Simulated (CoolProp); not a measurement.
R404A along the isotherm 32.05 °C: fugacity coefficient from the reference equation and from simpler models built on Tc = 72.1 °C, pc = 3.735 MPa, ω = 0.293; each cubic takes its own stable root.

Computed with CoolProp (reference Helmholtz-energy equation of state, Lemmon 2003). It is a pseudo-pure fit of the blend.

```csv
p (MPa),phase,reference,van der Waals,Redlich-Kwong
0.0591,gas,0.9911,0.9937,0.9924
0.0867,gas,0.9870,0.9908,0.9888
0.127,gas,0.9809,0.9865,0.9836
0.187,gas,0.9720,0.9801,0.9759
0.274,gas,0.9590,0.9708,0.9647
0.402,gas,0.9400,0.9572,0.9483
0.591,gas,0.9121,0.9371,0.9242
0.867,gas,0.8717,0.9078,0.8891
2.74,liquid,0.4462,0.6395,0.5283
4.02,liquid,0.3190,0.4725,0.3821
5.91,liquid,0.2325,0.3601,0.2829
8.67,liquid,0.1750,0.2876,0.2172
12.7,liquid,0.1376,0.2450,0.1751
18.7,liquid,0.1147,0.2282,0.1507
```
